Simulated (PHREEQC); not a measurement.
Consider water at 88 °C with 62 mmol/kgw KOH, 0.9 mmol/kgw H3BO3 and 5.4 mmol/kgw K3PO4. Closed to the air; pH follows from the charge balance.

Equilibrium calculation in PHREEQC: ion-association model, wateq4f.dat.

| quantity | before | after |
|---|---|---|
| pH | 11.15 | 13.41 |
| HPO4-2 (mol/kgw) | 0.00314 | 0.000215 |
| KHPO4- (mol/kgw) | 0.000161 | 1.25e-5 |
| H2PO4- (mol/kgw) | 1.21e-7 | 7.52e-11 |

Problem. What was changed between the two runs?
A. KOH replaced by KHCO3 at the same molality
B. KOH replaced by K2CO3 at the same molality
C. temperature from 88 to 5 °C
D. H3BO3 left out

Solution. C, temperature from 88 to 5 °C

Precipitation was switched off in this run. H3PO4, which wateq4f.dat lacks, is added to it with the constant of phreeqc.dat. Away from 25 °C the constants follow the database's enthalpies or fits; those with neither stay at their 25 °C values.
